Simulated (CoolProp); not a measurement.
Vapour-liquid equilibrium of toluene (1) + n-dodecane (2) at 218.35 °C; x and y are mole fractions of (1).

Computed with CoolProp (multi-fluid Helmholtz-energy mixture model, Lemmon 2006 and Lemmon 2004; pair parameters Bell 2016).

```csv
x,"bubble pressure, mixture model (MPa)","bubble pressure, Raoult's law (MPa)","y, mixture model","y, Raoult's law"
0.05,0.1363,0.1524,0.243,0.337
0.15,0.2048,0.2443,0.534,0.630
0.25,0.2829,0.3363,0.694,0.763
0.35,0.3680,0.4282,0.789,0.839
0.45,0.4582,0.5202,0.852,0.888
0.55,0.5524,0.6121,0.896,0.922
0.65,0.6503,0.7041,0.928,0.947
0.75,0.7520,0.7960,0.954,0.967
0.85,0.8582,0.8880,0.975,0.982
0.95,0.9690,0.9799,0.992,0.995
```

The largest gap from Raoult's law is -16.2 % in bubble pressure, at x = 0.15. No azeotrope shows between x = 0.05 and 0.95.

Pair parameters are fitted to limited data, so mixtures are less certain than the pure fluids.
